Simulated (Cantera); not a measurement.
A closed system holds: 1 mol CuO, 0.7 mol CO, 0.82 mol H2, 5.9 mol C, at 1.00 bar.

These are equilibrium values from Cantera (NASA tables, ideal gas, pure condensed phases), not measurements of a reactor. Candidate condensed phases: C, C6H6, C7H8, C8H18, Cu, CuO, Cu(OH)2, Cu2O, H2O; 113 gas species. Rates play no part.

### Question
At 1123 K, list the 5 most abundant gas species with their mole fractions, and the condensed phases.

### Answer
CO 0.640, H2 0.319, CO2 0.0247, H2O 0.0135, CH4 0.00299. Condensed: C(graphite) + Cu(s).
